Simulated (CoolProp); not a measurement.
Vapour-liquid equilibrium of dimethyl ether (1) + methanol (2) at -18.55 °C; x and y are mole fractions of (1).

Values from CoolProp's multi-fluid Helmholtz-energy mixture model, Wu 2011 and de Reuck 1993; pair parameters Bell 2016.

| x | bubble pressure (MPa) | y at the bubble point | dew pressure at overall composition x (MPa) | liquid density (mol/L) |
|---|---|---|---|---|
| 0.05 | 0.01713 | 0.936 | 0.001205 | 25.15 |
| 0.15 | 0.04329 | 0.976 | 0.001346 | 23.90 |
| 0.25 | 0.06253 | 0.984 | 0.001525 | 22.73 |
| 0.35 | 0.07634 | 0.987 | 0.001758 | 21.63 |
| 0.45 | 0.08633 | 0.989 | 0.002076 | 20.59 |
| 0.55 | 0.09400 | 0.991 | 0.002534 | 19.61 |
| 0.65 | 0.1007 | 0.992 | 0.003252 | 18.68 |
| 0.75 | 0.1075 | 0.993 | 0.004540 | 17.80 |
| 0.85 | 0.1156 | 0.995 | 0.007519 | 16.96 |
| 0.95 | 0.1257 | 0.998 | 0.02186 | 16.16 |

No azeotrope shows between x = 0.05 and 0.95.

Pair parameters are fitted to limited data, so mixtures are less certain than the pure fluids. With so large a gap from Raoult's law the liquid may split in two, which this calculation doesn't test in full.
